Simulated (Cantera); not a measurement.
Cantera run:

```python
import numpy as np
import cantera as ct

gas_names = """
    F F2 H HF H2 H2F2 H3F3 H4F4 H5F5 H6F6 H7F7 Si SiF SiF2 SiF3 SiF4 SiH SiHF3 SiH2 SiH2F2 SiH3 SiH3F
    SiH4 Si2 Si3
""".split()
cond_names = """
    Si(cr) Si(L)
""".split()


# ... load() reads the species with a 1 bar reference pressure and builds the phases ...
atoms = {
    'Si': {'Si': 1},
    'HF': {'H': 1, 'F': 1},
}
top_T = {}  # K; cautious upper limits of use, not melting points


# ... equilibrate(T, P, feed) seeds the gas with the atoms and calls Mixture.equilibrate('TP', solver="vcs", rtol=1e-11, max_steps=5000) ...
results = []
T = 1173.15  # K
P = 1800  # Pa
for m in [1, 1.3, 1.6, 2, 2.5, 3.1, 3.9, 4.8, 6, 7.4, 9.3, 12, 14]:
    feed = {'Si': 1, 'HF': m}  # mol
    mix = equilibrate(T, P, feed)
    results.append((T, P, feed, dict(zip(mix.species_names, mix.species_moles))))
    x = sorted(zip(gas.X, gas.species_names), reverse=True)
    print(f"T = {T:g} K  P = {P:g} Pa  n(HF) = {m:g} mol  gas = {mix.phase_moles(0):.4g} mol")
    print("   x: " + "  ".join(f"{s} {v:.3e}" for v, s in x if v > 1e-05))
    print("   condensed (mol): " + ("  ".join(f"{mix.phase(i).name} {mix.phase_moles(i):.4g}"
          for i in range(1, mix.n_phases) if mix.phase_moles(i) > 1e-12) or "none"))
```

Output:

```
T = 1173.15 K  P = 1800 Pa  n(HF) = 1 mol  gas = 0.7485 mol
   x: H2 6.603e-01  SiF4 3.180e-01  SiHF3 1.438e-02  SiF3 6.531e-03  HF 3.517e-04  SiH2F2 3.221e-04  SiF2 1.587e-04
   condensed (mol): Si(cr) 0.746
T = 1173.15 K  P = 1800 Pa  n(HF) = 1.3 mol  gas = 0.9731 mol
   x: H2 6.603e-01  SiF4 3.180e-01  SiHF3 1.438e-02  SiF3 6.531e-03  HF 3.517e-04  SiH2F2 3.221e-04  SiF2 1.587e-04
   condensed (mol): Si(cr) 0.6698
T = 1173.15 K  P = 1800 Pa  n(HF) = 1.6 mol  gas = 1.198 mol
   x: H2 6.603e-01  SiF4 3.180e-01  SiHF3 1.438e-02  SiF3 6.531e-03  HF 3.517e-04  SiH2F2 3.221e-04  SiF2 1.587e-04
   condensed (mol): Si(cr) 0.5936
T = 1173.15 K  P = 1800 Pa  n(HF) = 2 mol  gas = 1.497 mol
   x: H2 6.603e-01  SiF4 3.180e-01  SiHF3 1.438e-02  SiF3 6.531e-03  HF 3.517e-04  SiH2F2 3.221e-04  SiF2 1.587e-04
   condensed (mol): Si(cr) 0.4919
T = 1173.15 K  P = 1800 Pa  n(HF) = 2.5 mol  gas = 1.871 mol
   x: H2 6.603e-01  SiF4 3.180e-01  SiHF3 1.438e-02  SiF3 6.531e-03  HF 3.517e-04  SiH2F2 3.221e-04  SiF2 1.587e-04
   condensed (mol): Si(cr) 0.3649
T = 1173.15 K  P = 1800 Pa  n(HF) = 3.1 mol  gas = 2.32 mol
   x: H2 6.603e-01  SiF4 3.180e-01  SiHF3 1.438e-02  SiF3 6.531e-03  HF 3.517e-04  SiH2F2 3.221e-04  SiF2 1.587e-04
   condensed (mol): Si(cr) 0.2125
T = 1173.15 K  P = 1800 Pa  n(HF) = 3.9 mol  gas = 2.919 mol
   x: H2 6.603e-01  SiF4 3.180e-01  SiHF3 1.438e-02  SiF3 6.531e-03  HF 3.517e-04  SiH2F2 3.221e-04  SiF2 1.587e-04
   condensed (mol): Si(cr) 0.009289
T = 1173.15 K  P = 1800 Pa  n(HF) = 4.8 mol  gas = 3.8 mol
   x: H2 5.263e-01  SiF4 2.631e-01  HF 2.105e-01  SiHF3 1.585e-05
   condensed (mol): none
T = 1173.15 K  P = 1800 Pa  n(HF) = 6 mol  gas = 5 mol
   x: HF 4.000e-01  H2 4.000e-01  SiF4 2.000e-01
   condensed (mol): none
T = 1173.15 K  P = 1800 Pa  n(HF) = 7.4 mol  gas = 6.4 mol
   x: HF 5.313e-01  H2 3.125e-01  SiF4 1.562e-01
   condensed (mol): none
T = 1173.15 K  P = 1800 Pa  n(HF) = 9.3 mol  gas = 8.3 mol
   x: HF 6.386e-01  H2 2.410e-01  SiF4 1.205e-01
   condensed (mol): none
T = 1173.15 K  P = 1800 Pa  n(HF) = 12 mol  gas = 11 mol
   x: HF 7.273e-01  H2 1.818e-01  SiF4 9.091e-02
   condensed (mol): none
T = 1173.15 K  P = 1800 Pa  n(HF) = 14 mol  gas = 13 mol
   x: HF 7.692e-01  H2 1.538e-01  SiF4 7.692e-02
   condensed (mol): none
```

Equilibrium computed with Cantera from the NASA thermochemical tables; the gas is ideal and each condensed phase is pure. The tables' values for SiF3, SiF2 are old estimates; treat these amounts as uncertain.
